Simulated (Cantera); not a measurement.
A Cantera script and what it prints.

```python
import numpy as np
import cantera as ct

gas_names = """
    CL CL2 H HCL H2 N NH NH2 NH3 N2 N2H2 N2H4 Si SiCL SiCL2 SiCL3 SiCL4 SiH SiHCL3 SiH2 SiH2CL2 SiH3
    SiH3CL SiH4 SiN Si2 Si2N Si3
""".split()
cond_names = """
    NH4CL(a) NH4CL(b) Si(cr) Si(L) Si3N4(a)
""".split()


# ... load() reads the species with a 1 bar reference pressure and builds the phases ...
atoms = {
    'Si': {'Si': 1},
    'HCl': {'H': 1, 'CL': 1},
    'N2': {'N': 2},
}
top_T = {'Si3N4(a)': 2400}  # K; cautious upper limits of use, not melting points


# ... equilibrate(T, P, feed) seeds the gas with the atoms and calls Mixture.equilibrate('TP', solver="vcs", rtol=1e-11, max_steps=5000) ...
results = []
feed = {'Si': 1, 'HCl': 1.5, 'N2': 1.1}  # mol
P = 1.5  # Pa
for T in [525, 675, 825, 975, 1125, 1275, 1425, 1575]:
    mix = equilibrate(T, P, feed)
    results.append((T, P, feed, dict(zip(mix.species_names, mix.species_moles))))

top = {s: max(r[3][s] / sum(r[3][g] for g in gas_names) for r in results) for s in gas_names}
cols = sorted((s for s in top if top[s] > 1e-05), key=lambda s: -top[s])[:9]
seen = [c for c in cond_names if any(r[3].get(c, 0) > 1e-12 for r in results)]
print("log10 of partial pressures in bar; condensed amounts in mol")
print(f"{'T/K':>10s}" + "".join(f"{s[:9]:>10s}" for s in cols + seen))
for T, P, feed, n in results:
    ng = sum(n[g] for g in gas_names)
    print(f"{T:10.4g}" + "".join(f"{np.log10(max(n[s] / ng * P / 1e5, 1e-99)):10.3f}" for s in cols)
          + "".join(f"{n.get(c, 0):10.4g}" for c in seen))
```

Output:

```
log10 of partial pressures in bar; condensed amounts in mol
       T/K       HCL        N2        H2     SiCL2     SiCL4     SiCL3         H        Si        CL    Si(cr)  Si3N4(a)
       525    -5.339    -5.322    -5.423   -21.243    -5.724   -15.373   -21.778   -52.404   -21.548         0    0.2555
       675    -5.210    -5.352    -5.534   -14.972    -5.835   -11.732   -16.973   -36.929   -16.590         0    0.2724
       825    -5.148    -5.371    -5.617   -11.004    -5.918    -9.434   -13.909   -27.088   -13.431         0    0.2828
       975    -5.113    -5.383    -5.678    -8.276    -5.985    -7.857   -11.781   -20.287   -11.242         0     0.289
      1125    -5.118    -5.380    -5.706    -6.366    -6.185    -6.820   -10.205   -15.317    -9.669         0    0.2798
      1275    -5.342    -5.317    -5.545    -5.576    -7.619    -7.004    -8.905   -11.567    -8.773         0     0.198
      1425    -5.715    -5.198    -5.474    -5.477    -9.604    -7.838    -7.903    -8.793    -8.231    0.4183         0
      1575    -5.741    -5.201    -5.476    -5.475   -10.669    -8.281    -7.119    -7.241    -7.484    0.3999         0
```

Method: chemical equilibrium by Gibbs-energy minimisation in Cantera with the NASA 1993 tables (ideal gas, pure condensed phases). N2 is the only nitrogen source here; it is nearly inert below about 1500 K, so the nitride shown seldom forms there in practice. The tables' values for SiCl3, SiCl are old estimates; treat these amounts as uncertain.
